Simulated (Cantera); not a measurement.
Input: 1 mol HF, 0.28 mol H2O, 6.4 mol H2, equilibrated at 1577 °C and 17.0 Pa.

These are equilibrium values from Cantera (NASA tables, ideal gas, pure condensed phases), not measurements of a reactor. Candidate condensed phases: H2O; 22 gas species. Equilibrium is a limit: real reactors are often held back by kinetics, nucleation or transport.

Base state: H2 0.799, HF 0.128, H 0.0369, H2O 0.0357, OH 0.000122 (mole fractions); condensed: gas only.

Question: What changes in the equilibrium state with this change: 0.68 mol NH3 added?

Answer: 
```tsv
species	before	after
H2	0.799	0.787
HF	0.128	0.109
N2	0	0.0369
H2O	0.0357	0.0303
H	0.0369	0.0367
OH	0.000122	0.000104
```
